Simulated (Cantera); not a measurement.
# Hydrocarbon pyrolysis for carbon deposition

A perfectly stirred reactor is fed with CH₄ : H₂ = 1 : 1.6 (molar parts), at 0.0975 Torr; it is held at 1575 K, and followed from long to short residence time.

Computed with Cantera and GRI-Mech 3.0 (53 species, 325 reactions). GRI-Mech 3.0 stops at C3 and has no aromatics, soot or wall deposition, so with more carbon than oxygen in the feed, carbon stays in small species such as C2H2 where larger ones or solid carbon would form. Radical loss at walls, strong at low pressure, is not modelled.

```csv
τ (s),x CH₄,x H₂,x C₂H₄,x CH₂,x H,x C₂H
12,0.280,0.680,0.00430,7.82e-7,0.000349,4.94e-8
4.4,0.365,0.626,0.00249,3.20e-7,0.000163,3.03e-9
1.6,0.384,0.616,0.000143,2.81e-8,4.11e-5,7.17e-12
0.62,0.384,0.615,8.89e-6,4.04e-9,1.51e-5,<1e-12
0.23,0.385,0.615,4.66e-7,5.57e-10,5.64e-6,<1e-12
0.086,0.385,0.615,2.42e-8,7.70e-11,2.18e-6,<1e-12
0.032,0.385,0.615,1.17e-9,1.02e-11,8.76e-7,<1e-12
0.012,0.385,0.615,5.31e-11,1.27e-12,3.91e-7,<1e-12
0.0045,0.385,0.615,1.98e-12,<1e-12,2.01e-7,<1e-12
```
x: mole fraction; the columns are a selection and need not sum to one.
